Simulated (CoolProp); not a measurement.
Vapour-liquid equilibrium of ethanol (1) + dimethyl carbonate (2) at 1.06 bar; x and y are mole fractions of (1).

Model: multi-fluid Helmholtz-energy mixture model, Schroeder 2014 and Zhou 2011; pair parameters Bell 2016, in CoolProp.

| x | bubble temperature (K) | y at the bubble point | dew temperature at overall composition x (K) | liquid density (mol/L) |
|---|---|---|---|---|
| 0.05 | 360.5 | 0.164 | 363.4 | 11.00 |
| 0.15 | 355.3 | 0.354 | 360.8 | 11.39 |
| 0.25 | 352.4 | 0.461 | 358.2 | 11.79 |
| 0.35 | 350.8 | 0.529 | 355.4 | 12.20 |
| 0.45 | 349.9 | 0.579 | 352.7 | 12.65 |
| 0.55 | 349.4 | 0.621 | 350.4 | 13.14 |
| 0.65 | 349.2 | 0.663 | 349.2 | 13.68 |
| 0.75 | 349.3 | 0.713 | 349.5 | 14.26 |
| 0.85 | 349.9 | 0.785 | 350.6 | 14.91 |
| 0.95 | 351.4 | 0.905 | 352.0 | 15.60 |

y crosses x between x = 0.65 and 0.75: the model has an azeotrope there.

The pair parameters rest on a limited set of measurements; away from them the model extrapolates.
